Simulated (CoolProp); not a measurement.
Properties of normal hydrogen along the isotherm -238.05 °C.

Model: reference Helmholtz-energy equation of state, Leachman 2009, in CoolProp.

```
p (MPa)          phase  density (kg/m³)  cp (kJ/(kg K))  expansivity (1/kK)  viscosity (µPa s)
-------  -------------  ---------------  --------------  ------------------  -----------------
1.44     supercritical                …           44.51               188.5               2.37
2.88     supercritical            52.27           21.98               50.30               6.17
4.32     supercritical                …           16.40               28.96               7.45
5.76     supercritical            61.57               …               21.63               8.41
7.2      supercritical            64.22           13.22               17.73                  …
8.64     supercritical            66.37           12.48               15.25               9.97
10.1     supercritical            68.22           11.94               13.48               10.7
11.5     supercritical            69.77           11.54               12.21               11.3
13       supercritical            71.26           11.20               11.14               12.0
```

Question: Complete the blanks.

Answer: 
- 1.44, density (kg/m³): 18.35
- 4.32, density (kg/m³): 58.03
- 5.76, cp (kJ/(kg K)): 14.36
- 7.2, viscosity (µPa s): 9.23

Viscosity comes from a separate model (Muzny 2013).
